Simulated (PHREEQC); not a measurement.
Consider water at 25 °C and 50 atm with 0.014 mol/kgw KHF2. Closed to the air; pH follows from the charge balance.

Equilibrium calculation in PHREEQC: ion-association model, phreeqc.dat.

Each row changes one thing in this solution. No solid was allowed to form.

```tsv
case	pH	ionic strength (mol/kgw)	F- (mol/kgw)	HF (mol/kgw)	HF2- (mol/kgw)
as made	3.16	0.0148	0.0141	0.0126	0.000666
diluted 5-fold with water	3.30	0.00333	0.00330	0.00225	2.78e-5
diluted 2-fold with water	3.21	[?]	0.00750	0.00615	0.000173
KHF2 from 0.014 to 0.14 mol/kgw	3.03	0.141	0.103	0.100	0.0385
0.0011 mol/kgw NaCl added	3.16	0.0159	0.0141	0.0126	0.000665
KHF2 from 0.014 to 0.0126 mol/kgw	3.17	0.0134	[?]	[?]	0.000544
```

Question: Complete the blanks.

Answer: 
- diluted 2-fold with water, ionic strength (mol/kgw): 0.00767
- KHF2 from 0.014 to 0.0126 mol/kgw, F- (mol/kgw): 0.0128
- KHF2 from 0.014 to 0.0126 mol/kgw, HF (mol/kgw): 0.0113

Under pressure, the constants of complexes without a molar volume in the database are unreliable.
